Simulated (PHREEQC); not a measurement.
Dissolve 0.00043 mol Na2B4O7, 0.17 mol KHCO3 and 0.014 mol HCl per kg of water at 20 °C. Closed to the air; pH follows from the charge balance.

All values are PHREEQC results (ion-association model, wateq4f.dat), not measurements.

- pH = 7.31
- ionic strength = 0.171 mol/kgw
- activity of water = 0.994
- total alkalinity = 157 meq/kg

```json
[
 {"species": "K+", "molality": "0.170", "activity": "0.123", "log γ": "-0.139"},
 {"species": "HCO3-", "molality": "0.156", "activity": "0.118", "log γ": "-0.121"},
 {"species": "Cl-", "molality": "0.0140", "activity": "0.0102", "log γ": "-0.139"},
 {"species": "CO2", "molality": "0.0135", "activity": "0.0140", "log γ": "0.017"},
 {"species": "H3BO3", "molality": "0.00169", "activity": "0.00176", "log γ": "0.017"},
 {"species": "Na+", "molality": "0.000819", "activity": "0.000617", "log γ": "-0.123"},
 {"species": "CO3-2", "molality": "0.000310", "activity": "0.000102", "log γ": "-0.483"},
 {"species": "NaHCO3", "molality": "3.95e-5", "activity": "4.11e-5", "log γ": "0.017"},
 {"species": "H2BO3-", "molality": "2.71e-5", "activity": "1.89e-5", "log γ": "-0.156"}
]
```

This is a speciation only: nothing precipitates in the calculation. Species that the database lacks are ignored.
